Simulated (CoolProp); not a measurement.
Model: reference Helmholtz-energy equation of state, Wagner 2002, in CoolProp.

**Question.** Give the vapour pressure (MPa), enthalpy of vaporisation (kJ/kg), liquid conductivity (mW/(m K)) of saturated water at 129.95 °C.

**Answer.** 
```tsv
T (°C)	p (MPa)	enthalpy of vaporisation (kJ/kg)	liquid conductivity (mW/(m K))
129.95	0.270	2170	683
```

Thermal conductivity comes from a separate model (Huber 2012).
